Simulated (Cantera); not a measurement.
## Equilibrium for hydrogen reduction and annealing atmospheres: Cr₂O₃ + H₂ + H₂O

Charge: 1 mol Cr₂O₃, 26 mol H₂, 1.9 mol H₂O, equilibrated at 10.0 mbar.

Method: chemical equilibrium by Gibbs-energy minimisation in Cantera with the NASA 1993 tables (ideal gas, pure condensed phases). Candidate condensed phases: Cr, Cr₂O₃, H₂O; 13 gas species. Rates play no part.

```tsv
T (K)	log p H₂	log p H₂O	log p Cr	log p H	log p CrO	log p OH	n Cr₂O₃(s)
1323	-2.03	-3.17	-11.57	-6.82	-13.39	-9.79	1.00
1423	-2.03	-3.17	-9.98	-6.19	-11.69	-8.99	1.00
1523	-2.03	-3.17	-8.61	-5.65	-10.23	-8.30	1.000
1623	-2.03	-3.17	-7.40	-5.18	-8.94	-7.69	1.000
1723	-2.03	-3.17	-6.35	-4.75	-7.81	-7.15	0.999
1823	-2.03	-3.16	-5.41	-4.38	-6.81	-6.67	0.994
1923	-2.04	-3.15	-4.61	-4.04	-5.93	-6.22	0.963
2023	-2.05	-3.08	-3.97	-3.75	-5.16	-5.76	0.838
2123	-2.08	-2.96	-3.53	-3.49	-4.51	-5.27	0.516
2223	-2.14	-2.83	-3.26	-3.26	-4.03	-4.80	0
```
log p: log10 of the partial pressure in bar; n: condensed amount in mol.

From 1323 K to 2123 K the condensed part is Cr₂O₃(s). At 2223 K nothing is condensed.
